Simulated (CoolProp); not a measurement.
Aqueous sodium chloride as a coolant, at 20 °C, 1 atm.

Model: Melinder's fits for secondary coolants, in CoolProp.

```tsv
mass %	freezing point (°C)	viscosity (mPa s)	cp (kJ/(kg K))	density (kg/m³)	conductivity (W/(m K))
5.3	-3.2	1.09	3.915	1036	0.593
7.4	-4.7	1.13	3.824	1051	?
9.4	-6.1	1.18	3.745	1066	0.589
11.4	-7.7	1.23	3.672	1081	0.587
13.4	-9.4	1.29	3.604	1096	0.585
15.5	-11.4	1.35	3.538	?	0.583
17.5	-13.5	1.43	3.479	1128	0.581
19.5	-15.8	1.51	3.424	1144	?
```

Question: Fill in the missing entries.

Answer: 
- 7.4, conductivity (W/(m K)): 0.591
- 15.5, density (kg/m³): 1112
- 19.5, conductivity (W/(m K)): 0.579
